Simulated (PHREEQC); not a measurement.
Consider water at 16 °C with 3.1 mmol/kgw Na2HAsO4, 23 mmol/kgw HCl and 150 mmol/kgw FeCl3. Closed to the air; pH follows from the charge balance.

All values are PHREEQC results (ion-association model, wateq4f.dat), not measurements.

This is a speciation only: nothing precipitates in the calculation.

**Question.** Order these Fe species by the share of Fe that they hold, largest first: FeOH+2, FeCl2+, Fe2(OH)2+4, FeCl+2, Fe+3.

**Answer.** FeCl+2 (51 %), Fe+3 (25 %), FeCl2+ (19 %), Fe2(OH)2+4 (2.7 %), FeOH+2 (2.0 %)

The pH is 1.71 and the ionic strength 0.544 mol/kgw. Examples of supersaturated solids here: Hematite (slow to form), Goethite (slow to form). Others may be too. The database's scorodite may be far more soluble than the real mineral, and it has no iron arsenate complexes; the constant wasn't checked at its source.
